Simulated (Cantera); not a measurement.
An isothermal, constant-pressure homogeneous reactor starts with 88.5 % NH3, 11.5 % H2, at 1975 K and 101000 Pa.

Detailed kinetics in Cantera: the gas-phase N/H chemistry of the illustrative SiF4/NH3 mechanism in the Surface Chemkin manual (1991). Walls and surfaces, which speed up NH3 decomposition in real reactors, are not modelled.

x: mole fraction; the columns are a selection and need not sum to one.

```csv
t (s),x NH3,x H2,x H,x N2,x N2H2,x N
2.00e-6,0.885,0.115,___,4.07e-12,1.03e-9,1.66e-12
5.97e-6,0.885,0.115,___,1.21e-9,1.65e-8,1.22e-10
1.78e-5,0.885,0.115,___,2.97e-7,2.10e-7,5.06e-9
5.32e-5,0.884,0.115,___,3.10e-5,2.15e-6,8.75e-8
0.000159,0.881,0.117,4.82e-5,0.000579,6.23e-6,2.74e-7
0.000475,0.873,0.123,5.16e-5,0.00280,6.38e-6,2.94e-7
0.00142,0.848,0.141,___,0.00926,6.05e-6,3.18e-7
0.00423,0.782,0.190,___,0.0270,5.23e-6,3.70e-7
0.0126,0.623,0.307,___,0.0693,3.61e-6,4.50e-7
0.0377,0.352,0.506,___,0.141,1.59e-6,5.24e-7
0.113,0.101,0.691,___,0.208,3.16e-7,5.23e-7
0.336,0.0110,0.756,___,0.232,1.48e-8,2.88e-7
1.00,0.00147,0.763,0.00118,0.234,4.07e-10,6.25e-8
3.00,0.000376,0.764,0.00120,0.235,2.76e-11,1.64e-8
```

Problem. Some entries are withheld; supply them.

Solution. 
- 2.00e-6, x H: 1.57e-6
- 5.97e-6, x H: 4.03e-6
- 1.78e-5, x H: 1.13e-5
- 5.32e-5, x H: 3.02e-5
- 0.00142, x H: 5.92e-5
- 0.00423, x H: 8.07e-5
- 0.0126, x H: 0.000138
- 0.0377, x H: 0.000270
- 0.113, x H: 0.000540
- 0.336, x H: 0.00100
